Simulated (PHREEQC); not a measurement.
# Metal-bearing waste water

A solution holds 0.06 mol/kgw CuSO4, 0.00012 mol/kgw H3AsO4 and 0.0014 mol/kgw NaF, at 25 °C. Closed to the air; pH follows from the charge balance.

Equilibrium calculation in PHREEQC: ion-association model, wateq4f.dat.

Each row changes one thing in this solution. No solid was allowed to form.

| case | pH | ionic strength (mol/kgw) | SO4-2 (mol/kgw) | Cu+2 (mol/kgw) | CuSO4 (mol/kgw) | HSO4- (mol/kgw) | SI of Tenorite (CuO) | SI of Chalcanthite (CuSO4:5H2O) |
|---|---|---|---|---|---|---|---|---|
| as made | 4.41 | 0.133 | 0.0330 | 0.0329 | 0.0268 | 5.54e-5 | -0.71 | -1.23 |
| NaF left out | 4.29 | 0.132 | 0.0329 | 0.0330 | 0.0270 | 7.38e-5 | -0.96 | -1.23 |
| H3AsO4 from 0.00012 to 2.4e-05 mol/kgw | 4.61 | 0.133 | 0.0331 | 0.0329 | 0.0268 | 3.49e-5 | -0.31 | -1.23 |
| temperature from 25 to 80 °C | 4.13 | 0.128 | 0.0317 | 0.0313 | 0.0278 | 0.000389 | +0.40 | -1.52 |
| diluted 5-fold with water | 4.73 | 0.0332 | 0.00822 | 0.00821 | 0.00376 | 9.17e-6 | -0.53 | -2.09 |
| diluted 10-fold with water | 4.87 | 0.0182 | 0.00451 | 0.00450 | 0.00149 | 3.98e-6 | -0.44 | -2.50 |
| temperature from 25 to 75 °C | 4.16 | 0.128 | 0.0317 | 0.0314 | 0.0279 | 0.000318 | +0.33 | -1.50 |
| H3AsO4 left out | 4.66 | 0.133 | 0.0331 | 0.0328 | 0.0268 | 3.16e-5 | -0.22 | -1.23 |
| temperature from 25 to 35 °C | 4.39 | 0.132 | 0.0326 | 0.0324 | 0.0272 | 7.20e-5 | -0.41 | -1.29 |

Some of these states are supersaturated (in Antlerite, Brochantite, Tenorite (slow to form), for instance). Constants without temperature data keep their 25 °C values here. The database has no arsenate complexes of Cu.
